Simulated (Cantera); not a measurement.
A perfectly stirred reactor is fed with C₂H₆ : O₂ : N₂ : H₂O = 1 : 2.92 : 11 : 1.8 (molar parts), equivalence ratio 1.2, at 11300 Torr; it is adiabatic with a 600 K inlet, and is followed from long to short residence time, starting on the burning branch (τ in s: 0.25, 0.078, 0.024, 0.0072, 0.0022, 0.00067, 0.0002, 6.2e-05, 1.9e-05, 5.8e-06).

Detailed kinetics in Cantera: GRI-Mech 3.0 (53 species, 325 reactions). The pressure lies above the range GRI-Mech 3.0 was tuned for (to about 10 atm).

x: mole fraction; the columns are a selection and need not sum to one.

| τ (s) | T (K) | x C₂H₆ | x O₂ | x H₂O | x H₂O₂ | x H | x C₂H | x NO₂ |
|---|---|---|---|---|---|---|---|---|
| 0.25 | 2219 | 2.84e-8 | 1.91e-5 | 0.244 | … | 0.000272 | 8.46e-10 | 3.18e-9 |
| 0.078 | 2218 | 8.94e-8 | 3.63e-5 | 0.244 | … | 0.000295 | 2.72e-9 | 3.90e-9 |
| 0.024 | 2217 | 2.79e-7 | 8.24e-5 | 0.244 | … | 0.000346 | 8.82e-9 | 5.59e-9 |
| 0.0072 | 2214 | 8.64e-7 | 0.000198 | 0.244 | … | 0.000449 | 2.82e-8 | 9.24e-9 |
| 0.0022 | 2208 | 2.51e-6 | 0.000457 | 0.243 | … | 0.000633 | 8.21e-8 | 1.64e-8 |
| 0.00067 | 2196 | 7.02e-6 | 0.00103 | 0.242 | … | 0.000927 | 2.15e-7 | 2.90e-8 |
| 0.00020 | 2174 | 2.03e-5 | 0.00242 | 0.241 | … | 0.00131 | 5.20e-7 | 4.55e-8 |
| 6.2e-5 | 2126 | 6.61e-5 | 0.00608 | 0.239 | … | 0.00155 | 1.14e-6 | 5.46e-8 |
| 1.9e-5 | 600 | 0.0598 | 0.175 | 0.108 | <1e-12 | <1e-12 | <1e-12 | <1e-12 |
| 5.8e-6 | 600 | 0.0598 | 0.175 | 0.108 | <1e-12 | <1e-12 | <1e-12 | <1e-12 |

Question: What belongs in the gaps?

Answer: 
- 0.25, x H₂O₂: 1.25e-8
- 0.078, x H₂O₂: 1.57e-8
- 0.024, x H₂O₂: 2.43e-8
- 0.0072, x H₂O₂: 4.74e-8
- 0.0022, x H₂O₂: 1.06e-7
- 0.00067, x H₂O₂: 2.46e-7
- 0.00020, x H₂O₂: 5.60e-7
- 6.2e-5, x H₂O₂: 1.30e-6
